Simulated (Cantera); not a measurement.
## Counterflow diffusion flame

A counterflow diffusion flame at 1130 Torr, nozzles 20 mm apart: fuel side 97.0 % CH4, 3.01 % CO at 500 K, oxidiser side 28.0 % O2, 72.0 % N2 at 773 K, fuel mass flux 0.89 times the oxidiser's; mixture-averaged transport, no radiation.

Model: GRI-Mech 3.0 (53 species, 325 reactions), integrated in Cantera. GRI-Mech 3.0 has no aromatics or soot, which form on the fuel side of real flames. The maximum strain rate includes the flame's own expansion and is several times the mean.

| oxidiser flux (kg/m²/s) | max strain (1/s) | mean strain (1/s) | T max (K) | peak x OH | peak x H | peak x NO | peak x CO | peak x C2H2 |
|---|---|---|---|---|---|---|---|---|
| 0.38 | 276 | 56.5 | 2545 | 0.0181 | 0.00711 | 0.00129 | 0.111 | 0.0251 |
| 0.53 | 375 | 78.8 | 2519 | 0.0181 | 0.00733 | 0.00105 | 0.108 | 0.0247 |
| 0.74 | 509 | 110 | 2492 | 0.0182 | 0.00759 | 0.000879 | 0.105 | 0.0241 |
| 1 | 672 | 149 | 2470 | 0.0183 | 0.00787 | 0.000764 | 0.103 | 0.0235 |
| 1.5 | 976 | 223 | 2447 | 0.0184 | 0.00830 | 0.000649 | 0.101 | 0.0228 |
| 2.1 | 1330 | 312 | 2430 | 0.0183 | 0.00861 | 0.000566 | 0.0984 | 0.0221 |
| 2.9 | 1790 | 431 | 2414 | 0.0181 | 0.00890 | 0.000495 | 0.0964 | 0.0212 |
| 4.1 | 2460 | 610 | 2397 | 0.0179 | 0.00915 | 0.000423 | 0.0944 | 0.0201 |
x: mole fraction; the columns are a selection and need not sum to one.
